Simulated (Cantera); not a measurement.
Charge: 1 mol SiF4, 4.2 mol H2O, 58 mol H2, equilibrated at 1700 °C and 10000 Pa.

Cantera equilibrium calculation (NASA polynomials, part measured and part estimated; ideal gas, pure solids and liquids). Candidate condensed phases: H2O, Si, SiO2; 38 gas species. The tables hold silica as quartz up to 1696 K and as liquid above; real silica turns to tridymite and cristobalite and melts near 1996 K. Equilibrium is a limit: real reactors are often held back by kinetics, nucleation or transport.

Base state: H2 0.881, HF 0.0615, H2O 0.0434, SiO 0.00953, H 0.00401, OH 1.87e-5 (mole fractions); condensed: SiO2(condensed).

Problem. What changes in the equilibrium state with this change: temperature from 1700 °C to 402 °C?

Solution. 
| species | before | after |
|---|---|---|
| H2 | 0.881 | 0.913 |
| H2O | 0.0434 | 0.0561 |
| HF | 0.0615 | 0.0200 |
| SiF4 | 4.84e-6 | 0.0107 |
| SiO | 0.00953 | <1e-9 |
| H | 0.00401 | <1e-9 |
| SiO2(condensed), mol | 0.380 | 0 |
| SiO2(α-quartz), mol | 0 | 0.318 |
